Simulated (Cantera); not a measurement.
**Diamond growth**

A diamond (100) surface in a fixed gas of H2 with x(CH4) = 0.0023, x(H) = 0.023, x(CH3) = 5.5e-05, at 1125 K; coverages are run to steady state.

Cantera simulation using the Harris–Goodwin 1993 mechanism for the reconstructed diamond (100) surface; the numbers are that mechanism's predictions, not measurements.

```
P (Pa)  growth (µm/h)  θ c6HH  θ c6H*  θ c6*H  θ c6**    θ c6HM
------  -------------  ------  ------  ------  ------  --------
1000            0.294   0.491  0.0305   0.456  0.0213  0.000481
1800            0.636   0.491  0.0306   0.456  0.0213  0.000586
3000             1.18   0.491  0.0306   0.456  0.0213  0.000658
5200             2.21   0.491  0.0307   0.456  0.0213  0.000714
8800             3.92   0.491  0.0309   0.455  0.0213  0.000750
15000            6.89   0.491  0.0312   0.455  0.0214  0.000774
26000            12.2   0.491  0.0317   0.455  0.0215  0.000790
43000            20.4   0.491  0.0326   0.454  0.0217  0.000802
```
θ: site fractions in the mechanism's names (c6HH fully hydrogenated, c6H* and c6*H radical sites, c6** diradical, c6HM methylated).
